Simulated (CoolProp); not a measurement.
Carbon dioxide at 449.11 K and 9.14 MPa flows at 0.085 m/s in a round tube of 20 mm bore and 45 µm roughness, fully developed (64/Re and Nu = 3.66 if laminar; Colebrook and Gnielinski if turbulent). Each further row changes one setting.

Computed with CoolProp (reference Helmholtz-energy equation of state, Span 1996).

```csv
case,Reynolds number,Darcy friction factor,pressure drop (Pa/m),heat-transfer coefficient (W/(m² K)),mass flow (kg/h)
as stated,(withheld),0.0352,0.761,(withheld),11.5
velocity 0.17 m/s,17100,(withheld),(withheld),(withheld),23.0
diameter 40 mm,17100,0.0290,0.314,(withheld),(withheld)
```

Task: Some entries are withheld; supply them.

Result: 
- as stated, Reynolds number: 8570
- as stated, heat-transfer coefficient (W/(m² K)): 51.5
- velocity 0.17 m/s, Darcy friction factor: 0.0310
- velocity 0.17 m/s, pressure drop (Pa/m): 2.68
- velocity 0.17 m/s, heat-transfer coefficient (W/(m² K)): 95.8
- diameter 40 mm, heat-transfer coefficient (W/(m² K)): 44.8
- diameter 40 mm, mass flow (kg/h): 46.0

Viscosity comes from a separate model (Laesecke 2017). Thermal conductivity comes from a separate model (Huber 2016).
